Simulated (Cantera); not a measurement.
Standard-state values (1 bar) from the NASA 1993 polynomials, evaluated with Cantera. Values are per mole of reaction as written; species without (g) are pure solids or liquids, kept so even where they would boil at 1 bar.

0.6667 Ti + Cl₂(g) → 0.6667 TiCl₃(g), with ΔH° = -359.6 kJ and ΔS° = -32.3 J/K at 300 K.

**Question.** How far is the shortcut ΔG° ≈ ΔH°(300 K) − T·ΔS°(300 K) from the full temperature-dependent value at 373, 398, 423, 448, 473, 498, 523, 548, 573 K?

**Answer.** 
```json
[
 {"T (K)": "373", "shortcut (kJ)": "-347.5", "full (kJ)": "-347.5", "difference (kJ)": "0.0", "difference in log10 K": "0.00"},
 {"T (K)": "398", "shortcut (kJ)": "-346.7", "full (kJ)": "-346.7", "difference (kJ)": "0.0", "difference in log10 K": "0.00"},
 {"T (K)": "423", "shortcut (kJ)": "-345.9", "full (kJ)": "-345.8", "difference (kJ)": "0.0", "difference in log10 K": "0.00"},
 {"T (K)": "448", "shortcut (kJ)": "-345.1", "full (kJ)": "-345.0", "difference (kJ)": "0.0", "difference in log10 K": "0.01"},
 {"T (K)": "473", "shortcut (kJ)": "-344.3", "full (kJ)": "-344.2", "difference (kJ)": "-0.1", "difference in log10 K": "0.01"},
 {"T (K)": "498", "shortcut (kJ)": "-343.5", "full (kJ)": "-343.4", "difference (kJ)": "-0.1", "difference in log10 K": "0.01"},
 {"T (K)": "523", "shortcut (kJ)": "-342.6", "full (kJ)": "-342.6", "difference (kJ)": "-0.1", "difference in log10 K": "0.01"},
 {"T (K)": "548", "shortcut (kJ)": "-341.8", "full (kJ)": "-341.7", "difference (kJ)": "-0.1", "difference in log10 K": "0.01"},
 {"T (K)": "573", "shortcut (kJ)": "-341.0", "full (kJ)": "-340.9", "difference (kJ)": "-0.1", "difference in log10 K": "0.01"}
]
```
The shortcut ignores the heat-capacity change of the reaction.
